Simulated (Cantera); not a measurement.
Ignition delay

Mixture: 8.15 % CH4, 0.367 % H2, 11.0 % O2, 75.8 % N2, 4.65 % CO2, equivalence ratio 1.5, at 698 Torr, adiabatic and at constant pressure. Ignition delay is the time to a rise of 400 K.

Cantera simulation using GRI-Mech 3.0 (53 species, 325 reactions); the numbers are that mechanism's predictions, not measurements.

```tsv
T0 (K)	delay (ms)
1098	273
1198	75.9
1298	21.8
1398	6.63
1498	2.22
1598	0.847
```

| Quantity | Result |
|---|---|
| apparent activation energy between 1398 and 1598 K | 190 kJ/mol |
